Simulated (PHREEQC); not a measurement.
**Ultrapure water in contact with air or piping: speciation**

Synthetic water in mg/L, 25 °C, pH 6.97, pe 10.2: Na 0.191; K 0.00158; Ca 0.243; Mg 0.0393; Cl 0.0945; S(6) as SO4 0.531; Alkalinity as HCO3 0.609; Br 0.0044; Li 0.00207.

Valence states are taken as typed.

Computed with PHREEQC (ion-association model, wateq4f.dat).

Precipitation was switched off in this run.

Estimate the charge-balance error.

charge-balance error 0.5 %.

In which forms is C present?

HCO3- 81 %, CO2 19 % of the C.
